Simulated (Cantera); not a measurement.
Charge: 1 mol Si, 0.079 mol O2, 2 mol H2, held at 2.10 bar.

Method: chemical equilibrium by Gibbs-energy minimisation in Cantera with the NASA 1993 tables (ideal gas, pure condensed phases). Candidate condensed phases: H2O, Si, SiO2; 18 gas species. Each liquid is taken as pure. Mutual solubility and eutectic melting of coexisting phases are not modelled. The tables hold silica as quartz up to 1696 K and as liquid above; real silica turns to tridymite and cristobalite and melts near 1996 K. Gases not in the tables: Si2H6 and higher silanes. The numbers say what is thermodynamically allowed, not how fast it happens. All values below are at 1800 K.

Base state: H2 0.980, SiO 0.0201, H 0.000245, H2O 5.10e-5, SiH2 2.93e-5 (mole fractions); condensed: Si(l) + SiO2(condensed).

Q: What changes in the equilibrium state with this change: pressure from 2.10 bar to 0.000260 bar?

A: 
| species | before | after |
|---|---|---|
| H2 | 0.980 | 0.895 |
| SiO | 0.0201 | 0.0715 |
| H | 0.000245 | 0.0210 |
| Si | 1.51e-6 | 0.0122 |
| Si3 | 2.17e-9 | 1.76e-5 |
| Si2 | 9.14e-9 | 7.38e-5 |
| H2O | 5.10e-5 | 2.06e-8 |
| SiH | 2.47e-6 | 0.000213 |
| SiH2 | 2.93e-5 | 2.68e-5 |
| Si(l), mol | 0.901 | 0.814 |
| SiO2(condensed), mol | 0.0585 | 0 |
